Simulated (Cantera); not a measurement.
Feed: 1 mol PbO, 2.1 mol O₂, 17 mol N₂, equilibrated at 573 K and 10.0 Torr.

Method: chemical equilibrium by Gibbs-energy minimisation in Cantera with the NASA 1993 tables (ideal gas, pure condensed phases). Candidate condensed phases: Pb, PbO, PbO₂, Pb₃O₄; 12 gas species. The numbers say what is thermodynamically allowed, not how fast it happens.

### Question
What is the equilibrium state?

### Answer
* **x(N₂)**: 0.890
* **x(O₂)**: 0.110
* **n(PbO(red))**: 1.00 mol
* **gas amount**: 19.10 mol
* **log10 activity of Pb₃O₄(s) (absent)**: -0.53
* **log10 activity of PbO₂(s) (absent)**: -1.45
* **log10 activity of Pb(s) (absent)**: -13.37
